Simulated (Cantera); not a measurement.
A Cantera script and its output.

```python
import numpy as np
import cantera as ct

gas = ct.Solution("gri30.yaml")


def delay(T, t_max=10):
    gas.TPX = T, 1200000, {'CH4': 1, 'H2': 0.15, 'O2': 1.38, 'N2': 5.2}
    reactor = ct.IdealGasReactor(gas, clone=False)
    net = ct.ReactorNet([reactor])
    net.rtol, net.atol = 1e-8, 1e-16
    while net.time < t_max:
        t_old, T_old = net.time, reactor.T
        net.step()
        if reactor.T > T + 400:  # ignition: a rise of 400 K
            return t_old + (T + 400 - T_old) / (reactor.T - T_old) * (net.time - t_old)
    return np.nan


taus = []
for T in [1175, 1250, 1325, 1400, 1475, 1550, 1625]:
    taus.append(delay(T))
    print(f"T0 = {T:6g} K   tau = {taus[-1]:.4e} s")
```

It prints:

```
T0 =   1175 K   tau = 1.1456e-03 s
T0 =   1250 K   tau = 6.2160e-04 s
T0 =   1325 K   tau = 3.4755e-04 s
T0 =   1400 K   tau = 1.9404e-04 s
T0 =   1475 K   tau = 1.0806e-04 s
T0 =   1550 K   tau = 6.0527e-05 s
T0 =   1625 K   tau = 3.4442e-05 s
```

Computed with Cantera and GRI-Mech 3.0 (53 species, 325 reactions). The pressure lies above the range GRI-Mech 3.0 was tuned for (to about 10 atm).
